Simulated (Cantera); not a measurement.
Charge: 1 mol CCl₄, 0.06 mol HCl, equilibrated at 760 Pa.

Method: chemical equilibrium by Gibbs-energy minimisation in Cantera with the NASA 1993 tables (ideal gas, pure condensed phases). Candidate condensed phases: C, C₆H₆, C₇H₈, C₈H₁₈; 91 gas species. The tables' values for CCl are old estimates; treat these amounts as uncertain. Kinetics and transport are ignored.

log p: log10 of the partial pressure in bar; n: condensed amount in mol.

```csv
T (K),log p Cl,log p C₃,log p C,log p H,log p HCl,log p C₂,n C(graphite)
2798,-2.13,-4.51,-5.19,-4.38,-4.16,-5.52,0.942
2848,-2.13,-4.25,-4.96,-4.29,-4.23,-5.25,0.894
2898,-2.13,-4.00,-4.73,-4.23,-4.31,-5.00,…
2948,-2.14,-3.75,-4.51,-4.17,-4.40,-4.75,…
2998,-2.15,-3.52,-4.30,-4.14,-4.51,-4.51,…
3048,-2.16,-3.31,-4.11,-4.11,-4.63,-4.29,0
3098,-2.16,-3.32,-3.99,-4.09,-4.73,-4.22,0
```

Fill in the missing entries.


- 2898, n C(graphite): 0.808
- 2948, n C(graphite): 0.657
- 2998, n C(graphite): 0.396
